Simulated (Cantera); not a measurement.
**CF₄ + HCl (fluorocarbon and chlorocarbon gases)**

Charge: 1 mol CF₄, a varied amount of HCl, equilibrated at 1875 °C and 100000 Pa.

Method: chemical equilibrium by Gibbs-energy minimisation in Cantera with the NASA 1993 tables (ideal gas, pure condensed phases). Candidate condensed phases: C, C₆H₆, C₇H₈, C₈H₁₈; 118 gas species. The tables' values for C₂F₄ are old estimates; treat these amounts as uncertain. Gases not in the tables: C₂F₆ and larger saturated fluorocarbons. The numbers say what is thermodynamically allowed, not how fast it happens.

| n(HCl) (mol) | x CF₄ | x HF | x Cl | x Cl₂ | x HCl | x CF₂ | x CClF₃ | n C(graphite) |
|---|---|---|---|---|---|---|---|---|
| 0.038 | 0.903 | 0.0350 | 0.0315 | 0.000633 | 0.000189 | 0.0170 | 0.00210 | 0 |
| 0.063 | 0.854 | 0.0554 | 0.0484 | 0.00150 | 0.000578 | 0.0252 | 0.00383 | 0 |
| 0.1 | 0.795 | 0.0827 | 0.0701 | 0.00314 | 0.00144 | 0.0310 | 0.00595 | 0.00371 |
| 0.17 | 0.710 | 0.127 | 0.105 | 0.00699 | 0.00339 | 0.0293 | 0.00815 | 0.0191 |
| 0.28 | 0.605 | 0.183 | 0.145 | 0.0134 | 0.00701 | 0.0271 | 0.0100 | 0.0432 |
| 0.46 | 0.482 | 0.248 | 0.190 | 0.0231 | 0.0132 | 0.0242 | 0.0111 | 0.0827 |
| 0.75 | 0.352 | 0.317 | 0.234 | 0.0352 | 0.0226 | 0.0206 | 0.0108 | 0.146 |
| 1.2 | 0.232 | 0.379 | 0.273 | 0.0477 | 0.0349 | 0.0168 | 0.00921 | 0.244 |
| 2 | 0.122 | 0.435 | 0.307 | 0.0601 | 0.0527 | 0.0122 | 0.00638 | 0.415 |
x: gas mole fraction; n: condensed amount in mol.

From 0.038 mol HCl to 0.063 mol HCl nothing is condensed. From 0.1 mol HCl to 2 mol HCl the condensed part is C(graphite). The main C-bearing gas is CF₄ throughout.
